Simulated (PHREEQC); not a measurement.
Brine

Make-up at 70 °C: 0.62 mol MgSO4 and 0.44 mol NaCl per kg of water. Closed to the air; pH follows from the charge balance.

Equilibrium calculation in PHREEQC: Pitzer model, pitzer.dat.

Precipitation was switched off in this run.

### Question
Predict the activity of water, osmotic coefficient, density.

### Answer
activity of water 0.974; osmotic coefficient 0.699; density 1.065 g/cm³.

Complexes and solids missing from the database can't appear. Away from 25 °C the constants follow the database's enthalpies or fits; those with neither stay at their 25 °C values.
